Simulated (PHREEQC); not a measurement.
A solution holds 0.18 mol NaHCO3, 0.00084 mol NaF and 0.035 mol LiCl per kg of water, at 65 °C. Closed to the air; pH follows from the charge balance.

The numbers come from PHREEQC with the ion-association model, phreeqc.dat.

No solid was allowed to form.

Problem. Order these Na species by the share of Na that they hold, largest first: NaHCO3, Na+, NaCO3-.

Solution. Na+ (93 %), NaHCO3 (3.5 %), NaCO3- (3.0 %)

The pH is 7.53 and the ionic strength 0.205 mol/kgw. Away from 25 °C the constants follow the database's enthalpies or fits; those with neither stay at their 25 °C values.
